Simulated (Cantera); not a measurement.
## Low-pressure radical oxidation in H2/O2

An isothermal, constant-pressure homogeneous reactor starts with H2 : O2 = 0.037 : 1 (molar parts), equivalence ratio 0.018, at 1323 K and 0.0132 atm.

Computed with Cantera and GRI-Mech 3.0 (53 species, 325 reactions). Radical loss at walls, strong at low pressure, is not modelled. The temperature is held fixed by assumption; the heat of reaction is taken as removed at once.

| t (s) | x H2 | x O2 | x H2O | x H | x H2O2 | x OH | x O |
|---|---|---|---|---|---|---|---|
| 1.00e-5 | 0.0357 | 0.964 | 1.94e-11 | 2.18e-9 | <1e-12 | 4.29e-10 | 4.36e-10 |
| 2.42e-5 | 0.0357 | 0.964 | 2.40e-10 | 4.36e-9 | <1e-12 | 2.10e-9 | 2.18e-9 |
| 5.88e-5 | 0.0357 | 0.964 | 2.61e-9 | 8.17e-9 | 3.45e-12 | 8.89e-9 | 9.73e-9 |
| 0.000143 | 0.0357 | 0.964 | 2.60e-8 | 1.94e-8 | 2.01e-11 | 3.66e-8 | 4.36e-8 |
| 0.000346 | 0.0357 | 0.964 | 3.38e-7 | 1.06e-7 | 1.15e-10 | 2.51e-7 | 3.21e-7 |
| 0.000838 | 0.0357 | 0.964 | 2.00e-5 | 4.78e-6 | 6.55e-10 | 1.19e-5 | 1.54e-5 |
| 0.00203 | 0.00779 | 0.941 | 0.0222 | 0.00477 | 1.29e-7 | 0.00655 | 0.0173 |
| 0.00492 | 0.000450 | 0.934 | 0.0317 | 0.00347 | 4.87e-8 | 0.00361 | 0.0267 |
| 0.0119 | 0.000417 | 0.936 | 0.0321 | 0.00308 | 4.84e-8 | 0.00348 | 0.0246 |
| 0.0289 | 0.000351 | 0.941 | 0.0327 | 0.00234 | 4.74e-8 | 0.00320 | 0.0204 |
| 0.0702 | 0.000239 | 0.948 | 0.0338 | 0.00128 | 4.41e-8 | 0.00265 | 0.0136 |
| 0.170 | 0.000113 | 0.956 | 0.0350 | 0.000404 | 3.59e-8 | 0.00183 | 0.00628 |
| 0.412 | 3.50e-5 | 0.961 | 0.0357 | 6.85e-5 | 2.28e-8 | 0.00102 | 0.00192 |
| 1.00 | 8.28e-6 | 0.963 | 0.0361 | 7.82e-6 | 1.12e-8 | 0.000497 | 0.000450 |
x: mole fraction; the columns are a selection and need not sum to one.

Equilibrium at this temperature and pressure: H2 4.18e-8, O2 0.964, H2O 0.0363, H 2.83e-9, H2O2 2.68e-10, OH 3.55e-5, O 2.28e-6 (gas phase only).
